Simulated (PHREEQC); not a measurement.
A solution holds 0.036 mol/kgw CdCl2 and 0.0041 mol/kgw NaOH, at 25 °C. It is in equilibrium with CO2 at log p = 0 (atm). Otherwise closed; pH follows from the charge balance.

All values are PHREEQC results (ion-association model, phreeqc.dat), not measurements.

| quantity | before | after |
|---|---|---|
| pH | 5.29 | 3.87 |
| ionic strength (mol/kgw) | 0.0605 | 0.0567 |
| Cl- (mol/kgw) | 0.0454 | 0.0449 |
| CdCl+ (mol/kgw) | 0.0213 | 0.0216 |
| Cd+2 (mol/kgw) | 0.0115 | 0.0116 |
| HCO3- (mol/kgw) | 0.00354 | 0.000136 |
| SI of Otavite (CdCO3) | +2.21 | -0.60 |
| SI of Cd(OH)2 (Cd(OH)2) | -5.39 | -8.20 |

Question: Which change was made?
A) diluted 2-fold with water
B) CdCl2 from 0.036 to 0.0396 mol/kgw
C) NaOH left out
D) diluted 100-fold with water
E) 0.00059 mol/kgw KNO3 added

Answer: C, NaOH left out

No solid was allowed to form. Some of these states are supersaturated (in Otavite, for instance).
